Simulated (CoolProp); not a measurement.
Saturation properties of nitrogen.

Values from CoolProp's reference Helmholtz-energy equation of state, Span 2000.

```tsv
T (K)	p (MPa)	liquid density (kg/m³)	liquid cp (kJ/(kg K))	surface tension (mN/m)	liquid conductivity (mW/(m K))
93.4	0.4771	727.0	2.187	5.41	113
95.7	0.5701	714.4	2.225	4.94	109
98	0.6756	701.2	2.271	4.48	104
100.3	0.7946	687.5	2.326	4.03	99.5
102.7	0.9340	672.6	2.396	3.57	94.8
105	1.083	657.5	2.479	3.14	90.3
107.3	1.249	641.6	2.583	2.72	85.7
109.6	1.432	624.5	2.716	2.31	81.2
111.9	1.634	606.2	2.892	1.92	76.7
114.2	1.855	586.2	3.134	1.54	72.2
116.5	2.098	563.9	3.486	1.18	67.7
118.9	2.375	537.2	4.083	0.830	63.1
```

It boils at 77.4 K under 1 atm.

Thermal conductivity comes from a separate model (Lemmon 2004). Surface tension comes from a separate correlation (Mulero 2012).
